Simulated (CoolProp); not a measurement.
A simple Rankine cycle with R245fa: condensing at 303.15 K, boiler at 1.61 MPa, turbine inlet 386.3 K, turbine efficiency 0.6, pump efficiency 0.8, no recuperator. Each further row changes one setting.

The numbers come from the reference Helmholtz-energy equation of state, Akasaka 2015 in CoolProp.

```
case                             thermal efficiency (%)  net work (kJ/kg)  heat in (kJ/kg)  turbine exit temperature (K)  volume ratio over the turbine
-------------------------------  ----------------------  ----------------  ---------------  ----------------------------  -----------------------------
as stated                                           9.6              23.4              244                         337.1                              …
turbine inlet 406.3 K                               9.6              26.0              270                         361.2                              …
condensing temperature 295.15 K                       …                 …              254                         332.7                              …
boiler pressure 1.13 MPa                            8.4              21.5              254                             …                           6.74
turbine efficiency 0.5                              7.9                 …              244                             …                           10.7
```

Problem. Fill in the missing entries.

Solution. 
- as stated, volume ratio over the turbine: 10.6
- turbine inlet 406.3 K, volume ratio over the turbine: 9.92
- condensing temperature 295.15 K, thermal efficiency (%): 10.5
- condensing temperature 295.15 K, net work (kJ/kg): 26.7
- condensing temperature 295.15 K, volume ratio over the turbine: 14.1
- boiler pressure 1.13 MPa, turbine exit temperature (K): 350.1
- turbine efficiency 0.5, net work (kJ/kg): 19.3
- turbine efficiency 0.5, turbine exit temperature (K): 341.3
